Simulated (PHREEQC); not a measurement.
Consider water at 25 °C with 1.2 mol/kgw LiBr. It is in equilibrium with CO2 at log p = -3.4 (atm). Otherwise closed; pH follows from the charge balance.

The numbers come from PHREEQC with the Pitzer model, pitzer.dat.

**Question.** The ionic strength comes out as 1.20 mol/kgw. What activity coefficients do HCO3-, Br-, Li+, H+ get?

**Answer.** HCO3- 0.34, Br- 0.61, Li+ 1.1, H+ 1.3. Single-ion values are on the MacInnes scale.

Precipitation was switched off in this run. In brines, pH and single-ion activities rest on the MacInnes convention.
